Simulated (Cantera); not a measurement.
Feed: 1 mol C2F6, held at 1950 K.

These are equilibrium values from Cantera (NASA tables, ideal gas, pure condensed phases), not measurements of a reactor. Candidate condensed phases: C; 13 gas species. The feed counts by its element totals alone. Gases not in the tables: C2F6 and larger saturated fluorocarbons. Kinetics and transport are ignored.

x: gas mole fraction; n: condensed amount in mol.

| P (Pa) | x CF4 | x F | x CF2 | x CF3 | n C(graphite) |
|---|---|---|---|---|---|
| 1 | 0.00257 | 0.877 | 0.117 | 0.000416 | 1.34 |
| 10 | 0.201 | 0.464 | 0.327 | 0.00617 | 0.345 |
| 100 | ___ | ___ | ___ | ___ | 0.372 |
| 1000 | 0.903 | ___ | ___ | ___ | 0.451 |
| 10000 | 0.970 | 0.00387 | 0.0227 | 0.00357 | 0.483 |
| 100000 | 0.990 | 0.000691 | 0.00725 | 0.00204 | 0.494 |

Task: Fill in the missing entries.

Result: 
- 1000, x F: 0.0214
- 1000, x CF2: 0.0693
- 1000, x CF3: 0.00601
- 100, x CF4: 0.688
- 100, x F: 0.112
- 100, x CF2: 0.191
- 100, x CF3: 0.00872
